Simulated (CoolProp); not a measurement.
Properties of dimethyl carbonate along the isobar 6.82 MPa (Tc = 557.0 K, pc = 4.909 MPa, ω = 0.346).

The numbers come from the reference Helmholtz-energy equation of state, Zhou 2011 in CoolProp.

```
T (K)   phase       Z  cv (kJ/(kg K))  expansivity (1/kK)
-----  ------  ------  --------------  ------------------
301.4  liquid  0.2301           1.351               1.207
328.6  liquid  0.2183           1.387               1.272
355.8  liquid  0.2089           1.433               1.356
383    liquid  0.2017             ___               1.464
410.2  liquid     ___             ___               1.606
437.3  liquid  0.1928           1.585               1.798
464.5  liquid  0.1913           1.634               2.077
491.7  liquid  0.1923           1.683               2.532
518.9  liquid  0.1973           1.735               3.433
```

**Question.** Fill in the missing entries.

**Answer.** 
- 383, cv (kJ/(kg K)): 1.483
- 410.2, Z: 0.1963
- 410.2, cv (kJ/(kg K)): 1.535
